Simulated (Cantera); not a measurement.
A Cantera script and its output.

```python
import numpy as np
import cantera as ct

gas = ct.Solution("gri30.yaml")
gas.TPX = 1950, 67000, {'NO': 1, 'N2': 1.3}
reactor = ct.IdealGasConstPressureReactor(gas, energy="off", clone=False)
net = ct.ReactorNet([reactor])
net.rtol, net.atol = 1e-08, 1e-18
show = ['NO', 'O', 'O2', 'N2O', 'N2', 'NO2']
times = np.geomspace(1e-05, 10, 12)

steps = ct.SolutionArray(gas, extra=["t"])
rows = []
print(f"{'t/s':>10s}{'T/K':>9s}{'P/Pa':>11s}" + "".join(f"{s:>11s}" for s in show))
for t in times:
    while net.time < t:
        t_next = net.step()
        steps.append(gas.state, t=t_next)
    rows.append([np.interp(t, steps.t, y) for y in (steps.T, steps.P, *steps(*show).X.T)])
    print(f"{t:10.3e}{rows[-1][0]:9.1f}{rows[-1][1]:11.4g}" + "".join(f"{x:11.3e}" for x in rows[-1][2:]))
rate = np.gradient(steps.T, steps.t)
print("integrator steps:", len(steps.t))
if steps.T.max() > steps.T[0] + 200:
    print(f"time of steepest temperature rise: {steps.t[rate.argmax()]:.4e} s")
gas.TPX = 1950, 67000, {'NO': 1, 'N2': 1.3}
gas.equilibrate("TP")
print(f"equilibrium (TP): T = {gas.T:.1f} K  " + "  ".join(f"{s} {gas[s].X[0]:.3e}" for s in show))
```

It prints:

```
       t/s      T/K       P/Pa         NO          O         O2        N2O         N2        NO2
 1.000e-05   1950.0    6.7e+04  4.348e-01  9.346e-07  1.663e-09  1.008e-06  5.652e-01  8.510e-08
 3.511e-05   1950.0    6.7e+04  4.348e-01  2.757e-06  1.850e-08  3.489e-06  5.652e-01  8.731e-07
 1.233e-04   1950.0    6.7e+04  4.348e-01  6.733e-06  1.973e-07  1.165e-05  5.652e-01  6.550e-06
 4.329e-04   1950.0    6.7e+04  4.347e-01  1.772e-05  2.917e-06  3.452e-05  5.652e-01  3.257e-05
 1.520e-03   1950.0    6.7e+04  4.344e-01  4.270e-05  6.088e-05  7.187e-05  5.653e-01  9.752e-05
 5.337e-03   1950.0    6.7e+04  4.335e-01  5.089e-05  4.844e-04  8.521e-05  5.658e-01  1.190e-04
 1.874e-02   1950.0    6.7e+04  4.303e-01  5.546e-05  2.043e-03  8.391e-05  5.674e-01  1.302e-04
 6.579e-02   1950.0    6.7e+04  4.194e-01  6.888e-05  7.492e-03  7.911e-05  5.728e-01  1.613e-04
 2.310e-01   1950.0    6.7e+04  3.825e-01  1.015e-04  2.587e-02  6.468e-05  5.913e-01  2.238e-04
 8.111e-01   1950.0    6.7e+04  2.782e-01  1.607e-04  7.794e-02  3.326e-05  6.434e-01  2.647e-04
 2.848e+00   1950.0    6.7e+04  1.077e-01  2.258e-04  1.633e-01  5.038e-06  7.286e-01  1.462e-04
 1.000e+01   1950.0    6.7e+04  1.723e-02  2.536e-04  2.086e-01  4.056e-07  7.739e-01  2.638e-05
integrator steps: 1013
equilibrium (TP): T = 1950.0 K  NO 6.702e-03  O 2.565e-04  O2 2.139e-01  N2O 3.080e-07  N2 7.792e-01  NO2 1.039e-05
```

Detailed kinetics in Cantera: GRI-Mech 3.0 (53 species, 325 reactions).
